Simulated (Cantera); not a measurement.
A perfectly stirred reactor is fed with CH₄ : O₂ : N₂ = 0.0051 : 0.034 : 1 (molar parts), equivalence ratio 0.30, at 500000 Pa; it is held at 1475 K, and followed from long to short residence time.

Detailed kinetics in Cantera: GRI-Mech 3.0 (53 species, 325 reactions).

One state of this run: x CH₄ = 3.91e-7; x O₂ = 0.0229; x HCO = 1.40e-11; x C₂H = <1e-12; x CH₃ = 4.00e-8; x N₂O = 2.09e-7; x CH₂CO = 5.29e-11. x: mole fraction; the columns are a selection and need not sum to one.

### Question
Which value of τ (s) does it belong to?
A) 0.011
B) 5.8
C) 0.47
D) 1.7

### Answer
B, 5.8
